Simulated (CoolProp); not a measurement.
Decamethylcyclopentasiloxane (D5) at several states: fugacity coefficient from the reference equation and from simpler models built on Tc = 345.1 °C, pc = 1078 kPa, ω = 0.631; each cubic takes its own stable root.

Values from CoolProp's reference Helmholtz-energy equation of state, Thol 2019.

```tsv
T (°C)	p (kPa)	phase	reference
131.55	121	liquid	0.07876
216.15	1110	liquid	0.1058
48.75	128	liquid	0.001004
156.65	2240	liquid	0.01316
199.35	10	gas	0.9909
-11.05	5760	liquid	2.107e-7
```

Task: How far does each simpler model (Redlich-Kwong, Soave-Redlich-Kwong, Peng-Robinson) lie from the reference over these 6 states: mean and median of the absolute difference, and the worst?

Result: 
- Redlich-Kwong: mean 9039.2 %, median 356.6 %, worst +50208.5 % at -11.05 °C and 5760 kPa
- Soave-Redlich-Kwong: mean 38.4 %, median 3.7 %, worst +189.8 % at -11.05 °C and 5760 kPa
- Peng-Robinson: mean 55.1 %, median 5.5 %, worst +264.5 % at -11.05 °C and 5760 kPa
